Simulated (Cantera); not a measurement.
# Catalytic stagnation flow on Pt

A jet of H₂ : O₂ : N₂ = 0.036 : 0.17 : 0.79 (molar parts), equivalence ratio 0.11 at 300 K and 323 Torr hits a platinum plate 2.1 cm away at a mass flux of 0.079 kg/m²/s; the plate temperature is set and raised in steps from an oxygen-covered start.

Computed with Cantera and Deutschmann's 1995 Pt surface mechanism with GRI-Mech 3.0 gas chemistry. Catalytic surfaces can have several steady states; this one follows from the mechanism file's or the stated starting coverage.

```json
[
 {"plate T (K)": "600", "wall x H₂": "0.00248", "wall x O₂": "0.135", "wall x H₂O": "0.0652", "wall x OH": "<1e-8", "θ free Pt": "0.0302", "θ O*": "0.957", "θ OH*": "0.0124"},
 {"plate T (K)": "650", "wall x H₂": "0.00247", "wall x O₂": "0.135", "wall x H₂O": "0.0648", "wall x OH": "<1e-8", "θ free Pt": "0.0317", "θ O*": "0.960", "θ OH*": "0.00830"},
 {"plate T (K)": "700", "wall x H₂": "0.00241", "wall x O₂": "0.135", "wall x H₂O": "0.0646", "wall x OH": "<1e-8", "θ free Pt": "0.0340", "θ O*": "0.960", "θ OH*": "0.00593"},
 {"plate T (K)": "750", "wall x H₂": "0.00214", "wall x O₂": "0.135", "wall x H₂O": "0.0647", "wall x OH": "<1e-8", "θ free Pt": "0.0401", "θ O*": "0.955", "θ OH*": "0.00466"},
 {"plate T (K)": "800", "wall x H₂": "0.00162", "wall x O₂": "0.134", "wall x H₂O": "0.0654", "wall x OH": "<1e-8", "θ free Pt": "0.0557", "θ O*": "0.940", "θ OH*": "0.00412"},
 {"plate T (K)": "850", "wall x H₂": "0.00113", "wall x O₂": "0.134", "wall x H₂O": "0.0660", "wall x OH": "1.08e-8", "θ free Pt": "0.0843", "θ O*": "0.912", "θ OH*": "0.00389"},
 {"plate T (K)": "900", "wall x H₂": "0.000799", "wall x O₂": "0.134", "wall x H₂O": "0.0664", "wall x OH": "3.30e-8", "θ free Pt": "0.124", "θ O*": "0.872", "θ OH*": "0.00370"},
 {"plate T (K)": "950", "wall x H₂": "0.000596", "wall x O₂": "0.134", "wall x H₂O": "0.0665", "wall x OH": "8.92e-8", "θ free Pt": "0.173", "θ O*": "0.824", "θ OH*": "0.00346"}
]
```
x: mole fraction at the wall; θ: surface coverage.
